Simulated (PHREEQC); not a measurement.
Solution (25 °C): 0.099 mol K2CO3, 0.24 mol K2SO4 and 1.4e-05 mol CO2 per kg of water. Closed to the air; pH follows from the charge balance.

Model: Pitzer model, pitzer.dat, run in PHREEQC.

No solid was allowed to form.

### Question
What pH does the model give?

### Answer
pH 11.30.

### Question
In which forms is C present?

### Answer
CO3-2 97 %, HCO3- 2.9 % of the C.

Species that the database lacks are ignored. In brines, pH and single-ion activities rest on the MacInnes convention.
